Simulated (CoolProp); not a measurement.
The numbers come from the reference Helmholtz-energy equation of state, Thol 2015 in CoolProp.

Question: For octamethylcyclotetrasiloxane (D4), give the phase and the density (kg/m³), Joule-Thomson coefficient (K/MPa), isothermal compressibility (1/MPa) at 78.25 °C and 1 MPa; 174.05 °C and 1 MPa; 231.65 °C and 1 MPa.

Answer: 
- 78.25 °C and 1 MPa: liquid; density 891, Joule-Thomson coefficient -0.344, isothermal compressibility 0.00236
- 174.05 °C and 1 MPa: liquid; density 772, Joule-Thomson coefficient -0.139, isothermal compressibility 0.00647
- 231.65 °C and 1 MPa: liquid; density 685, Joule-Thomson coefficient 0.186, isothermal compressibility 0.0157
